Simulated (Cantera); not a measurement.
A freely propagating, adiabatic, planar premixed flame of 36.0 % H₂, 13.4 % O₂, 50.6 % N₂, unburnt at 700 K and 398 Torr; mixture-averaged transport, grid criteria slope 0.08 and curve 0.16, no radiation.

Detailed kinetics in Cantera: the H2/O2 subset of GRI-Mech 3.0, which has no nitrogen chemistry. Burning velocities carry a grid error of a few per cent, more on coarse grids.

x: mole fraction of selected species; z is measured from the peak of heat release.

```csv
z (mm),T (K),u (m/s),x H₂,x O₂,x OH,x H₂O₂,x HO₂,x H₂O
-3.40,700,10.7,0.360,0.134,<1e-8,<1e-8,<1e-8,<1e-8
-2.27,700,10.7,0.360,0.134,<1e-8,<1e-8,<1e-8,<1e-8
-1.70,700,10.7,0.360,0.134,<1e-8,<1e-8,<1e-8,<1e-8
-1.13,700,10.7,0.360,0.134,<1e-8,<1e-8,7.87e-7,6.46e-8
-0.567,708,10.8,0.358,0.134,3.33e-5,6.27e-7,0.000110,0.000491
-0.283,[?],12.6,0.334,0.130,0.000477,1.86e-6,8.91e-5,0.0125
0,[?],18.2,0.201,0.0813,0.00410,2.03e-6,4.02e-5,0.112
0.283,1531,22.2,0.0991,0.0228,0.00960,1.52e-6,1.09e-5,0.219
0.567,1658,23.8,0.0900,0.0138,0.0120,1.02e-6,5.97e-6,0.236
1.13,[?],25.6,0.0938,0.0111,0.0141,5.77e-7,4.18e-6,0.244
2.27,1961,27.5,0.0979,0.00872,0.0157,3.06e-7,2.90e-6,0.252
4.53,2118,29.4,0.101,0.00634,0.0160,1.71e-7,1.95e-6,0.262
9.07,2266,31.1,0.102,0.00415,0.0149,1.06e-7,1.28e-6,0.273
```

Problem. Some entries are withheld; supply them.

Solution. 
- -0.283, T (K): 835
- 0, T (K): 1238
- 1.13, T (K): 1802
